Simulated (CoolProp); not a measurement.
The fluid at 333.9 K and 0.658 MPa is compressed adiabatically to 5.14 MPa with isentropic efficiency 0.6. The same conditions are run with several fluids, on thermodynamics alone (safety and materials aside).

Model: reference Helmholtz-energy equation of state of each fluid (methane: Setzmann 1991; R152A: Outcalt 1996; R143a: Lemmon and Jacobsen 2000; hydrogen sulfide: Lemmon 2006), in CoolProp.

```json
[
 {"fluid": "methane", "work (kJ/kg)": "739", "final temperature (K)": "?", "final phase": "supercritical", "final density (kg/m³)": "16.3"},
 {"fluid": "R152A", "work (kJ/kg)": "134", "final temperature (K)": "470.6", "final phase": "supercritical", "final density (kg/m³)": "111"},
 {"fluid": "R143a", "work (kJ/kg)": "108", "final temperature (K)": "?", "final phase": "supercritical", "final density (kg/m³)": "?"},
 {"fluid": "hydrogen sulfide", "work (kJ/kg)": "345", "final temperature (K)": "?", "final phase": "?", "final density (kg/m³)": "?"}
]
```

Question: Fill in the missing entries.

Answer: 
- methane, final temperature (K): 601.3
- R143a, final temperature (K): 454.9
- R143a, final density (kg/m³): 140
- hydrogen sulfide, final temperature (K): 658.3
- hydrogen sulfide, final phase: gas
- hydrogen sulfide, final density (kg/m³): 32.7
